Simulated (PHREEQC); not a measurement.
Make-up at 20 °C: 0.024 mol NaH2PO4 and 0.0028 mol Na2SO4 per kg of water. Closed to the air; pH follows from the charge balance.

Computed with PHREEQC (ion-association model, wateq4f.dat).

This is a speciation only: nothing precipitates in the calculation.

Order these S species by the share of S that they hold, largest first: NaSO4-, SO4-2, HSO4-.

SO4-2 (93 %), NaSO4- (6.9 %), HSO4- (0.12 %)

The pH is 4.62 and the ionic strength 0.0321 mol/kgw. H3PO4, which wateq4f.dat lacks, is added to it with the constant of phreeqc.dat.
